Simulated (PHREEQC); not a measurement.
Make-up at 92 °C: 0.073 mol HF and 0.0095 mol NH4F per kg of water. Closed to the air; pH follows from the charge balance.

Model: ion-association model, phreeqc.dat, run in PHREEQC.

No solid was allowed to form.

Question: Order these F species by the share of F that they hold, largest first: F-, HF, HF2-.

Answer: HF (83 %), F- (11 %), HF2- (6.0 %)

The pH is 2.81 and the ionic strength 0.0112 mol/kgw. Away from 25 °C the constants follow the database's enthalpies or fits; those with neither stay at their 25 °C values.
